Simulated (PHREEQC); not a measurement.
Brine

Solution (87 °C): 0.15 mol/kgw KOH, 0.00032 mol/kgw KCl and 0.012 mol/kgw NaCl. Closed to the air; pH follows from the charge balance.

All values are PHREEQC results (ion-association model, wateq4f.dat), not measurements.

Each row changes one thing in this solution. No solid was allowed to form.

```csv
case,pH,SI of Halite (NaCl)
as made,11.50,-5.82
KOH from 0.15 to 0.165 mol/kgw,11.54,___
KOH from 0.15 to 1.5 mol/kgw,12.39,-5.95
NaCl from 0.012 to 0.018 mol/kgw,11.50,-5.48
diluted 2-fold with water,11.24,___
```

### Question
Complete the blanks.

### Answer

- KOH from 0.15 to 0.165 mol/kgw, SI of Halite (NaCl): -5.83
- diluted 2-fold with water, SI of Halite (NaCl): -6.37

The ionic strength passes 0.7 mol/kgw, the rough limit of the ion-association models, in KOH from 0.15 to 1.5 mol/kgw. At this temperature some constants are extrapolated from 25 °C, and those without enthalpy data are left unchanged.
